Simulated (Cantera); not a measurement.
Input: 1 mol Fe₂O₃, 1.2 mol C, 0.5 mol N₂, held at 2598.15 K and 77.0 Pa.

Cantera equilibrium calculation (NASA polynomials, part measured and part estimated; ideal gas, pure solids and liquids). Candidate condensed phases: C, Fe, Fe(CO)₅, FeO, Fe₂O₃, Fe₃O₄; 27 gas species. Equilibrium is a limit: real reactors are often held back by kinetics, nucleation or transport.

Base state: Fe 0.384, CO 0.216, O 0.200, N₂ 0.0975, O₂ 0.0577, CO₂ 0.0237, FeO 0.0162, NO 0.00500 (mole fractions); condensed: gas only.

### Question
What changes in the equilibrium state with this change: Fe₂O₃ replaced by PbO?

### Answer
| species | before | after |
|---|---|---|
| Pb | 0 | 0.398 |
| CO | 0.216 | 0.398 |
| N₂ | 0.0975 | 0.197 |
| Fe | 0.384 | 0 |
| O | 0.200 | 1.66e-9 |
| O₂ | 0.0577 | <1e-9 |
| CO₂ | 0.0237 | <1e-9 |
| FeO | 0.0162 | 0 |
| NO | 0.00500 | <1e-9 |
| CN | <1e-9 | 0.00361 |
| C₃ | <1e-9 | 0.00280 |
| C(graphite), mol | 0 | 0.166 |
Further candidate phases: Pb, PbO, PbO₂, Pb₃O₄.

### Question
What changes in the equilibrium state with this change: temperature from 2598.15 K to 1173 K?

### Answer
| species | before | after |
|---|---|---|
| CO | 0.216 | 0.585 |
| N₂ | 0.0975 | 0.294 |
| CO₂ | 0.0237 | 0.121 |
| Fe | 0.384 | 2.55e-8 |
| O | 0.200 | <1e-9 |
| O₂ | 0.0577 | <1e-9 |
| FeO | 0.0162 | <1e-9 |
| NO | 0.00500 | <1e-9 |
| Fe(α), mol | 0 | 0.406 |
| FeO(s), mol | 0 | 1.59 |
Mutual solubility and eutectic melting of coexisting phases are not modelled. The tables' stoichiometric FeO is somewhat more stable than real wüstite, so its field is too wide. FeO: taken at fixed stoichiometry.
